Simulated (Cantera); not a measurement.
# Thermodynamics of silicon nitride deposition, feed SiH4 + N2 + H2

Charge: 1 mol SiH4, 2.1 mol N2, 0.27 mol H2, at 677 °C and 10.0 mbar.

Method: chemical equilibrium by Gibbs-energy minimisation in Cantera with the NASA 1993 tables (ideal gas, pure condensed phases). Candidate condensed phases: Si, Si3N4; 18 gas species. N2 is the only nitrogen source here; it is nearly inert below about 1500 K, so the nitride shown seldom forms there in practice. Equilibrium is a limit: real reactors are often held back by kinetics, nucleation or transport.

| Quantity | Value |
|---|---|
| x(H2) | 0.613 |
| x(N2) | 0.387 |
| x(NH3) | 2.46e-6 |
| n(Si3N4(s)) | 0.333 mol |
| gas amount | 3.703 mol |
| log10 activity of Si(s) (absent) | -6.27 |
